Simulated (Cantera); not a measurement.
Charge: 1 mol C2H6, 2.6 mol NH3, 2 mol H2, equilibrated at 1023.15 K.

Equilibrium computed with Cantera from the NASA thermochemical tables; the gas is ideal and each condensed phase is pure. Candidate condensed phases: C, C6H6, C7H8, C8H18; 92 gas species. The ideal-gas law is rough above about 30 bar. Equilibrium is a limit: real reactors are often held back by kinetics, nucleation or transport.

Question: Which condensed phases are stable at each of these points (P (Pa)): 10, 72, 520, 3700, 27000, 190000, 1400000, 10000000?

Answer: 
```json
[
 {"P (Pa)": "10", "condensed phases": "C(graphite)", "C condensed (%)": "100.0"},
 {"P (Pa)": "72", "condensed phases": "C(graphite)", "C condensed (%)": "100.0"},
 {"P (Pa)": "520", "condensed phases": "C(graphite)", "C condensed (%)": "99.8"},
 {"P (Pa)": "3700", "condensed phases": "C(graphite)", "C condensed (%)": "98.9"},
 {"P (Pa)": "27000", "condensed phases": "C(graphite)", "C condensed (%)": "92.6"},
 {"P (Pa)": "190000", "condensed phases": "C(graphite)", "C condensed (%)": "59.8"},
 {"P (Pa)": "1400000", "condensed phases": "gas only", "C condensed (%)": "0.0"},
 {"P (Pa)": "10000000", "condensed phases": "gas only", "C condensed (%)": "0.0"}
]
```

From 10.0 Pa to 1.90 bar the condensed part is C(graphite). From 14.0 bar to 100 bar nothing is condensed.
